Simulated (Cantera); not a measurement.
What does this Cantera script print?

```python
import numpy as np
import cantera as ct

gas_names = """
    H HO2 H2 H2O H2O2 O OH O2 O3 V VO VO2
""".split()
cond_names = """
    H2O(s) H2O(L) V(cr) V(L) VO(s) VO(L) V2O3(s) V2O3(L) V2O4(I) V2O4(II) V2O4(L) V2O5(s) V2O5(L)
""".split()


# ... load() reads the species with a 1 bar reference pressure and builds the phases ...
atoms = {
    'V2O3': {'V': 2, 'O': 3},
    'H2': {'H': 2},
}
top_T = {}  # K; cautious upper limits of use, not melting points


# ... equilibrate(T, P, feed) seeds the gas with the atoms and calls Mixture.equilibrate('TP', solver="vcs", rtol=1e-11, max_steps=5000) ...
results = []
feed = {'V2O3': 1, 'H2': 3.9}  # mol
P = 74000  # Pa
for T in [1198, 1273, 1348, 1423, 1498, 1573, 1648, 1723, 1798, 1873, 1948, 2023]:
    mix = equilibrate(T, P, feed)
    results.append((T, P, feed, dict(zip(mix.species_names, mix.species_moles))))
    x = sorted(zip(gas.X, gas.species_names), reverse=True)
    print(f"T = {T:g} K  P = {P:g} Pa  gas = {mix.phase_moles(0):.4g} mol")
    print("   x: " + "  ".join(f"{s} {v:.3e}" for v, s in x if v > 1e-06))
    print("   condensed (mol): " + ("  ".join(f"{mix.phase(i).name} {mix.phase_moles(i):.4g}"
          for i in range(1, mix.n_phases) if mix.phase_moles(i) > 1e-12) or "none"))
```

Result:

```
T = 1198 K  P = 74000 Pa  gas = 3.9 mol
   x: H2 9.996e-01  H2O 4.428e-04
   condensed (mol): VO(s) 0.003454  V2O3(s) 0.9983
T = 1273 K  P = 74000 Pa  gas = 3.9 mol
   x: H2 9.992e-01  H2O 8.217e-04
   condensed (mol): VO(s) 0.006409  V2O3(s) 0.9968
T = 1348 K  P = 74000 Pa  gas = 3.9 mol
   x: H2 9.986e-01  H2O 1.422e-03  H 2.688e-06
   condensed (mol): VO(s) 0.01109  V2O3(s) 0.9945
T = 1423 K  P = 74000 Pa  gas = 3.9 mol
   x: H2 9.977e-01  H2O 2.318e-03  H 7.713e-06
   condensed (mol): VO(s) 0.01808  V2O3(s) 0.991
T = 1498 K  P = 74000 Pa  gas = 3.9 mol
   x: H2 9.964e-01  H2O 3.597e-03  H 1.994e-05
   condensed (mol): VO(s) 0.02805  V2O3(s) 0.986
T = 1573 K  P = 74000 Pa  gas = 3.9 mol
   x: H2 9.946e-01  H2O 5.346e-03  H 4.714e-05
   condensed (mol): VO(s) 0.0417  V2O3(s) 0.9792
T = 1648 K  P = 74000 Pa  gas = 3.9 mol
   x: H2 9.922e-01  H2O 7.655e-03  H 1.031e-04
   condensed (mol): VO(s) 0.05971  V2O3(s) 0.9701
T = 1723 K  P = 74000 Pa  gas = 3.9 mol
   x: H2 9.892e-01  H2O 1.061e-02  H 2.108e-04
   condensed (mol): VO(s) 0.0828  V2O3(s) 0.9586
T = 1798 K  P = 74000 Pa  gas = 3.901 mol
   x: H2 9.853e-01  H2O 1.430e-02  H 4.063e-04
   condensed (mol): VO(s) 0.1116  V2O3(s) 0.9442
T = 1873 K  P = 74000 Pa  gas = 3.901 mol
   x: H2 9.805e-01  H2O 1.879e-02  H 7.429e-04  VO2 2.190e-06  OH 1.105e-06
   condensed (mol): VO(s) 0.1467  V2O3(s) 0.9267
T = 1948 K  P = 74000 Pa  gas = 3.903 mol
   x: H2 9.746e-01  H2O 2.414e-02  H 1.297e-03  VO2 7.818e-06  OH 2.906e-06  VO 1.148e-06
   condensed (mol): VO(s) 0.1885  V2O3(s) 0.9058
T = 2023 K  P = 74000 Pa  gas = 3.904 mol
   x: H2 9.674e-01  H2O 3.038e-02  H 2.171e-03  VO2 2.525e-05  OH 7.103e-06  VO 3.729e-06
   condensed (mol): VO(s) 0.2374  V2O3(s) 0.8813
```

Method: chemical equilibrium by Gibbs-energy minimisation in Cantera with the NASA 1993 tables (ideal gas, pure condensed phases). Mutual solubility and eutectic melting of coexisting phases are not modelled. VO: taken at fixed stoichiometry. Condensed phases not in the tables: the oxides between V2O3 and V2O5 other than VO2.
